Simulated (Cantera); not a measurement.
Input: 1 mol Si₃N₄, 0.0052 mol H₂O, 880 mol H₂, 4 mol N₂O, held at 30.8 Torr.

Method: chemical equilibrium by Gibbs-energy minimisation in Cantera with the NASA 1993 tables (ideal gas, pure condensed phases). Candidate condensed phases: H₂O, Si, SiO₂, Si₂N₂O, Si₃N₄; 35 gas species. Mutual solubility and eutectic melting of coexisting phases are not modelled. The tables hold silica as quartz up to 1696 K and as liquid above; real silica turns to tridymite and cristobalite and melts near 1996 K. Equilibrium is a limit: real reactors are often held back by kinetics, nucleation or transport.

x: gas mole fraction; n: condensed amount in mol.

```tsv
T (K)	x H₂	x N₂	x SiO	x H₂O	x H	x NH₃	n SiO₂(β-quartz)	n Si₂N₂O(s)
1075	0.994	0.00602	9.47e-11	1.32e-5	7.23e-8	1.15e-6	1.66	0.669
1125	0.994	0.00602	1.19e-9	1.63e-5	2.19e-7	8.75e-7	1.66	0.670
1175	0.994	0.00602	1.19e-8	1.96e-5	6.04e-7	6.79e-7	1.66	0.671
1225	0.994	0.00602	9.93e-8	2.33e-5	1.53e-6	5.37e-7	1.66	0.672
1275	0.994	0.00602	6.96e-7	2.72e-5	3.63e-6	4.33e-7	1.65	0.673
1325	0.994	0.00602	4.20e-6	3.14e-5	8.05e-6	3.54e-7	1.65	0.673
1375	0.994	0.00602	2.22e-5	3.59e-5	1.69e-5	2.94e-7	1.64	0.669
1425	0.994	0.00605	0.000104	4.07e-5	3.36e-5	2.48e-7	1.62	0.646
1475	0.993	0.00615	0.000434	4.58e-5	6.38e-5	2.13e-7	1.51	0.550
1525	0.992	0.00654	0.00163	5.19e-5	0.000116	1.88e-7	___	0.199
1575	0.991	0.00676	0.00238	0.000137	0.000204	1.66e-7	___	0
1625	0.990	0.00675	0.00268	0.000431	0.000347	1.45e-7	___	0
1675	0.988	0.00675	0.00337	0.00112	0.000570	1.28e-7	___	0
1725	0.988	0.00675	0.00337	0.00113	0.000912	1.14e-7	___	0
```

**Question.** Some entries are withheld; supply them.

**Answer.** 
- 1525, n SiO₂(β-quartz): 1.16
- 1575, n SiO₂(β-quartz): 0.884
- 1625, n SiO₂(β-quartz): 0.622
- 1675, n SiO₂(β-quartz): 0.00633
- 1725, n SiO₂(β-quartz): 0
